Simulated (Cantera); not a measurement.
Mixture: CH4 : C2H6 : C3H8 : O2 : N2 = 1 : 0.16 : 0.07 : 3.31 : 12.4 (molar parts), at 1.80 bar, adiabatic and at constant pressure. Ignition delay is the time to a rise of 400 K.

Computed with Cantera and GRI-Mech 3.0 (53 species, 325 reactions).

What does this change do: constant volume in place of constant pressure?


```json
[
 {"quantity": "delay at 1125 K", "before": "6.33 ms", "after": "5.98 ms"},
 {"quantity": "delay at 1225 K", "before": "1.57 ms", "after": "1.47 ms"},
 {"quantity": "delay at 1325 K", "before": "0.487 ms", "after": "0.448 ms"},
 {"quantity": "delay at 1425 K", "before": "0.178 ms", "after": "0.161 ms"},
 {"quantity": "delay at 1525 K", "before": "75.7 µs", "after": "67.3 µs"},
 {"quantity": "apparent activation energy between 1475 and 1575 K", "before": "150 kJ/mol", "after": "150 kJ/mol"}
]
```
